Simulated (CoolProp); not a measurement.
Vapour-liquid equilibrium of CH2F2 (R32) (1) + R125 (2) at 7.09 bar; x and y are mole fractions of (1).

Values from CoolProp's multi-fluid Helmholtz-energy mixture model, Tillner-Roth 1997 and Lemmon 2005; pair parameters Lemmon 2004.

Q: Give the bubble temperature and the first vapour's composition at x = 0.45, 0.55, 0.65. Is there an azeotrope?

A: x = 0.45: -2.5 °C, y = 0.498; x = 0.55: -3.1 °C, y = 0.590; x = 0.65: -3.6 °C, y = 0.679. y crosses x between x = 0.85 and 0.95: the model has an azeotrope there.

The pair parameters rest on a limited set of measurements; away from them the model extrapolates.
